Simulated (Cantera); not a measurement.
A perfectly stirred reactor is fed with C2H4 : H2 = 1 : 19 (molar parts), at 100.0 Torr; it is held at 1600 K, and followed from long to short residence time.

Cantera simulation using GRI-Mech 3.0 (53 species, 325 reactions); the numbers are that mechanism's predictions, not measurements. GRI-Mech 3.0 was tuned for natural gas; its chemistry of ethylene as a main component is partial and can be far from experiment. GRI-Mech 3.0 stops at C3 and has no aromatics, soot or wall deposition, so with more carbon than oxygen in the feed, carbon stays in small species such as C2H2 where larger ones or solid carbon would form.

Question: What does this change do: pressure from 100.0 Torr to 11.3 Torr?

Answer: 
```csv
quantity,before,after
x(C2H4) at τ = 8.60 s,0.000651,0.000186
x(H2) at τ = 8.60 s,0.949,0.952
x(H) at τ = 8.60 s,0.000147,0.000305
x(C2H2) at τ = 8.60 s,0.0446,0.0474
x(C2H6) at τ = 8.60 s,2.42e-7,4.86e-9
x(C2H4) at τ = 42.0 ms,0.0109,0.0364
x(H2) at τ = 42.0 ms,0.952,0.951
x(H) at τ = 42.0 ms,5.57e-5,1.53e-5
x(C2H2) at τ = 42.0 ms,0.0371,0.0129
x(C2H6) at τ = 42.0 ms,1.71e-6,1.11e-7
```
Radical loss at walls, strong at low pressure, is not modelled.

Question: What does this change do: H2 19 to 130 parts?

Answer: 
```csv
quantity,before,after
x(C2H4) at τ = 8.60 s,0.000651,0.000104
x(H2) at τ = 8.60 s,0.949,0.992
x(H) at τ = 8.60 s,0.000147,0.000150
x(C2H2) at τ = 8.60 s,0.0446,0.00685
x(C2H6) at τ = 8.60 s,2.42e-7,3.25e-8
x(C2H4) at τ = 42.0 ms,0.0109,0.00212
x(H2) at τ = 42.0 ms,0.952,0.992
x(H) at τ = 42.0 ms,5.57e-5,3.65e-5
x(C2H2) at τ = 42.0 ms,0.0371,0.00545
x(C2H6) at τ = 42.0 ms,1.71e-6,2.55e-7
```

Question: What does this change do: C2H4 1 to 0.28 parts?

Answer: 
| quantity | before | after |
|---|---|---|
| x(C2H4) at τ = 8.60 s | 0.000651 | 0.000197 |
| x(H2) at τ = 8.60 s | 0.949 | 0.984 |
| x(H) at τ = 8.60 s | 0.000147 | 0.000150 |
| x(C2H2) at τ = 8.60 s | 0.0446 | 0.0131 |
| x(C2H6) at τ = 8.60 s | 2.42e-7 | 6.55e-8 |
| x(C2H4) at τ = 42.0 ms | 0.0109 | 0.00359 |
| x(H2) at τ = 42.0 ms | 0.952 | 0.986 |
| x(H) at τ = 42.0 ms | 5.57e-5 | 4.65e-5 |
| x(C2H2) at τ = 42.0 ms | 0.0371 | 0.0107 |
| x(C2H6) at τ = 42.0 ms | 1.71e-6 | 5.11e-7 |
